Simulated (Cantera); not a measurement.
An adiabatic, constant-pressure homogeneous reactor starts with CH₄ : C₂H₆ : O₂ : N₂ = 1 : 0.08 : 3.68 : 13.8 (molar parts), at 1375 K and 0.237 atm.

Cantera simulation using GRI-Mech 3.0 (53 species, 325 reactions); the numbers are that mechanism's predictions, not measurements.

x: mole fraction; the columns are a selection and need not sum to one.

| t (s) | T (K) | x CH₄ | x C₂H₆ | x O₂ | x CH₂O | x H₂ |
|---|---|---|---|---|---|---|
| 6.00e-6 | 1375 | 0.0539 | 0.00431 | 0.198 | 3.82e-9 | 1.34e-9 |
| 1.47e-5 | 1375 | 0.0539 | 0.00431 | 0.198 | 2.37e-8 | 7.54e-9 |
| 3.61e-5 | 1375 | 0.0539 | 0.00431 | 0.198 | 1.46e-7 | 5.15e-8 |
| 8.86e-5 | 1375 | 0.0539 | 0.00430 | 0.198 | 9.08e-7 | 3.77e-7 |
| 0.000217 | 1375 | 0.0539 | 0.00427 | 0.198 | 6.25e-6 | 3.05e-6 |
| 0.000533 | 1375 | 0.0538 | 0.00420 | 0.198 | 5.74e-5 | 3.46e-5 |
| 0.00131 | 1380 | 0.0523 | ? | 0.197 | ? | ? |
| 0.00321 | 2195 | <1e-12 | <1e-12 | 0.0767 | 6.90e-12 | 0.00778 |
| 0.00788 | 2409 | <1e-12 | <1e-12 | 0.0749 | 3.44e-12 | 0.00379 |
| 0.0193 | 2427 | <1e-12 | <1e-12 | 0.0738 | 3.14e-12 | 0.00337 |
| 0.0474 | 2423 | <1e-12 | <1e-12 | 0.0721 | 3.08e-12 | 0.00334 |
| 0.116 | 2418 | <1e-12 | <1e-12 | 0.0704 | 3.01e-12 | 0.00331 |
| 0.285 | 2417 | <1e-12 | <1e-12 | 0.0699 | 2.99e-12 | 0.00330 |
| 0.700 | 2417 | <1e-12 | <1e-12 | 0.0699 | 2.99e-12 | 0.00330 |

Q: What belongs in the gaps?

A: 
- 0.00131, x C₂H₆: 0.00380
- 0.00131, x CH₂O: 0.000639
- 0.00131, x H₂: 0.000547
